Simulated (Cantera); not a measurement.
A perfectly stirred reactor is fed with CH4 : H2 : O2 : N2 = 1 : 0.033 : 1.68 : 6.32 (molar parts), at 750 Torr; it is adiabatic with a 675 K inlet, and is followed from long to short residence time, starting on the burning branch (τ in s: 0.066, 0.024, 0.0087, 0.0032, 0.0011, 0.00042, 0.00015, 5.5e-05, 2e-05, 7.2e-06).

Model: GRI-Mech 3.0 (53 species, 325 reactions), integrated in Cantera.

One state of this run: T (K) = 2350; x CH4 = 1.06e-5; x H2 = 0.0268; x O2 = 0.00117; x HCN = 2.54e-6; x CH2 = 6.85e-7. x: mole fraction; the columns are a selection and need not sum to one.

Question: Which value of τ (s) does it belong to?
A) 2.0e-5
B) 5.5e-5
C) 0.024
D) 0.0087

Answer: C, 0.024
